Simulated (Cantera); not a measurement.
Input: 1 mol Si, a varied amount of CO2, 26 mol H2, at 1698.15 K and 4.90 Pa.

Cantera equilibrium calculation (NASA polynomials, part measured and part estimated; ideal gas, pure solids and liquids). Candidate condensed phases: C, C6H6, C7H8, C8H18, H2O, Si, SiC, SiO2; 123 gas species. Mutual solubility and eutectic melting of coexisting phases are not modelled. Gases not in the tables: Si2H6 and higher silanes. Rates play no part.

Problem. Which condensed phases are stable at each of these points (n(CO2) (mol)): 0.087, 0.14, 0.19, 0.25, 0.3, 0.35, 0.4, 0.46, 0.51, 0.56, 0.62, 0.67?

Solution. 
```json
[
 {"n(CO2) (mol)": "0.087", "condensed phases": "Si(l) + SiC(s)", "Si condensed (%)": "46.2"},
 {"n(CO2) (mol)": "0.14", "condensed phases": "Si(l) + SiC(s)", "Si condensed (%)": "36.0"},
 {"n(CO2) (mol)": "0.19", "condensed phases": "Si(l) + SiC(s)", "Si condensed (%)": "26.3"},
 {"n(CO2) (mol)": "0.25", "condensed phases": "SiC(s)", "Si condensed (%)": "21.4"},
 {"n(CO2) (mol)": "0.3", "condensed phases": "SiC(s)", "Si condensed (%)": "23.0"},
 {"n(CO2) (mol)": "0.35", "condensed phases": "SiC(s)", "Si condensed (%)": "22.9"},
 {"n(CO2) (mol)": "0.4", "condensed phases": "SiC(s)", "Si condensed (%)": "21.9"},
 {"n(CO2) (mol)": "0.46", "condensed phases": "SiC(s)", "Si condensed (%)": "20.0"},
 {"n(CO2) (mol)": "0.51", "condensed phases": "SiC(s)", "Si condensed (%)": "18.1"},
 {"n(CO2) (mol)": "0.56", "condensed phases": "SiC(s)", "Si condensed (%)": "16.1"},
 {"n(CO2) (mol)": "0.62", "condensed phases": "SiC(s)", "Si condensed (%)": "13.5"},
 {"n(CO2) (mol)": "0.67", "condensed phases": "SiC(s)", "Si condensed (%)": "11.3"}
]
```

From 0.087 mol CO2 to 0.19 mol CO2 the condensed part is Si(l) + SiC(s). From 0.25 mol CO2 to 0.67 mol CO2 the condensed part is SiC(s).
